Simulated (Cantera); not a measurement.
Input (Python, Cantera) and output of one run.

```python
import numpy as np
import cantera as ct

gas_names = [...]  # 49 gases of nasa_gas.yaml made of Cl, F, H, N, Si
cond_names = """
    NH4CL(a) NH4CL(b) Si(cr) Si(L) Si3N4(a)
""".split()


# ... load() reads the species with a 1 bar reference pressure and builds the phases ...
atoms = {
    'Si': {'Si': 1},
    'HCl': {'H': 1, 'CL': 1},
    'N2': {'N': 2},
    'NF3': {'N': 1, 'F': 3},
}
top_T = {'Si3N4(a)': 2400}  # K; cautious upper limits of use, not melting points


# ... equilibrate(T, P, feed) seeds the gas with the atoms and calls Mixture.equilibrate('TP', solver="vcs", rtol=1e-11, max_steps=5000) ...
results = []
feed = {'Si': 1, 'HCl': 21, 'N2': 0.71, 'NF3': 5.4}  # mol
P = 2.4  # Pa
for T in [948, 998, 1048, 1098, 1148, 1198, 1248, 1298, 1348, 1398, 1448, 1498, 1548, 1598]:
    mix = equilibrate(T, P, feed)
    results.append((T, P, feed, dict(zip(mix.species_names, mix.species_moles))))

top = {s: max(r[3][s] / sum(r[3][g] for g in gas_names) for r in results) for s in gas_names}
cols = sorted((s for s in top if top[s] > 1e-06), key=lambda s: -top[s])[:7]
seen = [c for c in cond_names if any(r[3].get(c, 0) > 1e-12 for r in results)]
print("log10 of partial pressures in bar; condensed amounts in mol")
print(f"{'T/K':>10s}" + "".join(f"{s[:9]:>10s}" for s in cols + seen))
for T, P, feed, n in results:
    ng = sum(n[g] for g in gas_names)
    print(f"{T:10.4g}" + "".join(f"{np.log10(max(n[s] / ng * P / 1e5, 1e-99)):10.3f}" for s in cols)
          + "".join(f"{n.get(c, 0):10.4g}" for c in seen))
```

Result:

```
log10 of partial pressures in bar; condensed amounts in mol
       T/K        HF        CL       HCL       CL2        N2      SiF4      SiF3
       948    -5.035    -6.443    -5.177    -5.353    -5.589    -6.122   -17.719
       998    -5.039    -6.113    -5.181    -5.378    -5.593    -6.125   -16.750
      1048    -5.046    -5.826    -5.187    -5.425    -5.599    -6.132   -15.865
      1098    -5.056    -5.585    -5.198    -5.509    -5.610    -6.142   -15.046
      1148    -5.070    -5.396    -5.212    -5.648    -5.623    -6.156   -14.271
      1198    -5.084    -5.263    -5.226    -5.857    -5.638    -6.171   -13.523
      1248    -5.096    -5.183    -5.238    -6.135    -5.649    -6.182   -12.790
      1298    -5.102    -5.143    -5.244    -6.457    -5.656    -6.189   -12.078
      1348    -5.106    -5.124    -5.248    -6.794    -5.659    -6.192   -11.397
      1398    -5.107    -5.116    -5.249    -7.126    -5.661    -6.194   -10.754
      1448    -5.108    -5.112    -5.250    -7.443    -5.662    -6.194   -10.151
      1498    -5.108    -5.110    -5.250    -7.742    -5.662    -6.195    -9.587
      1548    -5.109    -5.110    -5.251    -8.024    -5.662    -6.196    -9.059
      1598    -5.109    -5.109    -5.251    -8.290    -5.662    -6.197    -8.565
```

Equilibrium computed with Cantera from the NASA thermochemical tables; the gas is ideal and each condensed phase is pure. The tables' values for SiF3 are old estimates; treat these amounts as uncertain.
